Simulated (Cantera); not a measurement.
Cantera run:

```python
import numpy as np
import cantera as ct

gas_names = """
    H H2 N NH NH2 NH3 N2 N2H2 N2H4 Si SiH SiH2 SiH3 SiH4 SiN Si2 Si2N Si3
""".split()
cond_names = """
    Si(cr) Si(L) Si3N4(a)
""".split()


def load(file, names, dense=False):
    # The tables refer to 1 bar. Condensed volumes are neglected.
    table = {s.name: s for s in ct.Species.list_from_file(file)}
    out = []
    for n in names:
        d = dict(table[n].input_data)
        d["thermo"] = dict(d["thermo"], **{"reference-pressure": 1e5})
        if dense:
            d["equation-of-state"] = {"model": "constant-volume", "density": "1e6 g/cm^3"}
        out.append(ct.Species.from_dict(d))
    return out


gas = ct.Solution(thermo="ideal-gas", species=load("nasa_gas.yaml", gas_names))
cond = {s.name: ct.Solution(thermo="fixed-stoichiometry", species=[s], name=s.name)
        for s in load("nasa_condensed.yaml", cond_names, dense=True)}
atoms = {
    'trisilylamine': {'Si': 3, 'N': 1, 'H': 9},
    'N2': {'N': 2},
    'H2': {'H': 2},
}
top_T = {'Si3N4(a)': 2400}  # K; cautious upper limits of use, not melting points


def equilibrate(T, P, feed):
    n = {}
    for name, mol in feed.items():
        for a, k in atoms[name].items():
            n[a] = n.get(a, 0.0) + k * mol
    gas.TPX = T, P, n
    mass = sum(n.values()) * gas.mean_molecular_weight
    gas.equilibrate("TP")
    valid = [c for c in cond.values() if c.min_temp <= T <= top_T.get(c.name, c.max_temp)]
    mix = ct.Mixture([(gas, mass / gas.mean_molecular_weight)] + [(c, 0.0) for c in valid])
    mix.T, mix.P = T, P
    mix.equilibrate("TP", solver="vcs", rtol=1e-11, max_steps=5000)
    return mix


results = []
feed = {'trisilylamine': 1, 'N2': 40, 'H2': 5.5}  # mol
T = 2100  # K
P = 1000  # Pa
mix = equilibrate(T, P, feed)
results.append((T, P, feed, dict(zip(mix.species_names, mix.species_moles))))
print(gas.report(threshold=0.0001))
for i in range(1, mix.n_phases):
    print(f"{mix.phase(i).name:16s} {mix.phase_moles(i):12.5e} mol")
```

It prints:

```
       temperature   2100 K
          pressure   1000 Pa
           density   0.0013066 kg/m^3
  mean mol. weight   22.813 kg/kmol
   phase of matter   gas

                          1 kg             1 kmol
                     ---------------   ---------------
          enthalpy        2.9776e+06        6.7928e+07  J
   internal energy        2.2122e+06        5.0468e+07  J
           entropy             12430        2.8356e+05  J/K
    Gibbs function       -2.3125e+07       -5.2754e+08  J
 heat capacity c_p            1555.6             35488  J/K
 heat capacity c_v            1191.2             27174  J/K

                      mass frac. Y      mole frac. X     chem. pot. / RT
                     ---------------   ---------------   ---------------
                 H        0.00059532          0.013473           -12.959
                H2          0.016525           0.18699           -25.919
                N2           0.96409            0.7851           -31.954
                Si          0.016425          0.013341            -6.162
               SiH        0.00039915        0.00031299           -19.121
               SiN        0.00045249        0.00024524           -22.139
               Si2        0.00042801        0.00017383           -12.324
              Si2N        0.00090567        0.00029441           -28.301
     [  +10 minor]        0.00017627          6.97e-05

Si(L)             2.22767e+00 mol
Si3N4(a)          0.00000e+00 mol
```

These are equilibrium values from Cantera (NASA tables, ideal gas, pure condensed phases), not measurements of a reactor. The feed counts by its element totals alone. The tables' values for SiN are old estimates; treat these amounts as uncertain. Gases not in the tables: Si2H6 and higher silanes.
